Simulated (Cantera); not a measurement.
## Counterflow diffusion flame

A counterflow diffusion flame at 2.90 bar, nozzles 20 mm apart: fuel side CH₄ : CO : N₂ = 1 : 0.31 : 1.3 (molar parts) at 500 K, oxidiser side O₂ : N₂ = 0.22 : 0.78 (molar parts) at 725 K, fuel mass flux 1.2 times the oxidiser's; mixture-averaged transport, no radiation.

Computed with Cantera and GRI-Mech 3.0 (53 species, 325 reactions). GRI-Mech 3.0 has no aromatics or soot, which form on the fuel side of real flames. The maximum strain rate includes the flame's own expansion and is several times the mean.

```csv
oxidiser flux (kg/m²/s),max strain (1/s),mean strain (1/s),T max (K),peak x OH,peak x H,peak x NO,peak x CO,peak x C₂H₂
0.72,212,52.3,2248,0.00664,0.00211,0.000386,0.119,0.00974
1,288,72.7,2230,0.00680,0.00224,0.000360,0.119,0.00903
1.5,422,109,2209,0.00697,0.00240,0.000328,0.119,0.00818
2.2,605,160,2191,0.00710,0.00256,0.000297,0.119,0.00741
3.1,838,225,2175,0.00717,0.00270,0.000267,0.119,0.00672
4.5,1190,327,2156,0.00720,0.00283,0.000230,0.119,0.00603
6.5,1700,472,2135,0.00715,0.00295,0.000191,0.119,0.00538
9.3,2390,676,2109,0.00699,0.00302,0.000151,0.119,0.00470
13,3290,945,2080,0.00671,0.00303,0.000112,0.119,0.00399
```
x: mole fraction; the columns are a selection and need not sum to one.
